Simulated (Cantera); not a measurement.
## MgO + F₂ (oxide etching and cleaning by halides)

Feed: 1 mol MgO, 2 mol F₂, at 1.33 mbar.

Cantera equilibrium calculation (NASA polynomials, part measured and part estimated; ideal gas, pure solids and liquids). Candidate condensed phases: Mg, MgF₂, MgO; 14 gas species. Equilibrium is a limit: real reactors are often held back by kinetics, nucleation or transport.

| T (K) | x F | x F₂ | x O₂ | x MgF₂ | x O | n MgF₂(s) |
|---|---|---|---|---|---|---|
| 850 | 0.302 | 0.415 | 0.283 | 3.09e-12 | 1.08e-11 | 1.00 |
| 900 | 0.470 | 0.275 | 0.255 | 6.43e-11 | 7.45e-11 | 1.00 |
| 950 | 0.619 | 0.151 | 0.230 | 9.64e-10 | 4.17e-10 | 1.00 |
| 1000 | 0.715 | 0.0708 | 0.214 | 1.09e-8 | 1.99e-9 | 1.00 |
| 1050 | 0.762 | 0.0313 | 0.206 | 9.79e-8 | 8.32e-9 | 1.00 |
| 1100 | 0.783 | 0.0140 | 0.203 | 7.13e-7 | 3.08e-8 | 1.000 |
| 1150 | 0.792 | 0.00651 | 0.201 | 4.34e-6 | 1.02e-7 | 1.000 |
| 1200 | 0.796 | 0.00319 | 0.201 | 2.26e-5 | 3.07e-7 | 1.000 |
| 1250 | 0.798 | 0.00165 | 0.200 | 0.000103 | 8.48e-7 | 1.000 |
| 1300 | 0.799 | 0.000894 | 0.200 | 0.000414 | 2.17e-6 | 0.999 |
| 1350 | 0.798 | 0.000505 | 0.200 | 0.00150 | 5.17e-6 | 0.996 |
| 1400 | 0.796 | 0.000295 | 0.199 | 0.00492 | 1.16e-5 | 0.988 |
x: gas mole fraction; n: condensed amount in mol.

From 850 K to 1400 K the condensed part is MgF₂(s).
